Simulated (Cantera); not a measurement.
Equilibrium for metals in furnace atmospheres: Ni + NH3 + H2

Input: 1 mol Ni, 0.21 mol NH3, 5 mol H2, equilibrated at 14000 Pa.

Equilibrium computed with Cantera from the NASA thermochemical tables; the gas is ideal and each condensed phase is pure. Candidate condensed phases: Ni; 10 gas species. The numbers say what is thermodynamically allowed, not how fast it happens.

```
T (°C)   x H2    x N2       x H      x Ni    x NH3     x NH2  n Ni(s)  n Ni(l)
------  -----  ------  --------  --------  -------  --------  -------  -------
1352    0.980  0.0194  0.000187   4.90e-6  8.27e-7  4.62e-10    1.000        0
1402    0.980  0.0194  0.000307   1.24e-5  7.30e-7  6.93e-10    1.000        0
1452    0.980  0.0194  0.000491   2.95e-5  6.50e-7   1.02e-9    1.000        0
1502    0.980  0.0194  0.000766   6.48e-5  5.81e-7   1.46e-9        0    1.000
1552    0.979  0.0194   0.00116  0.000136  5.23e-7   2.05e-9        0    0.999
1602    0.979  0.0194   0.00173  0.000274  4.74e-7   2.83e-9        0    0.999
1652    0.978  0.0193   0.00253  0.000532  4.31e-7   3.84e-9        0    0.997
1702    0.976  0.0193   0.00361  0.000997  3.93e-7   5.12e-9        0    0.995
```
x: gas mole fraction; n: condensed amount in mol.

From 1352 °C to 1452 °C the condensed part is Ni(s). From 1502 °C to 1702 °C the condensed part is Ni(l). The main Ni-bearing gas is Ni throughout.
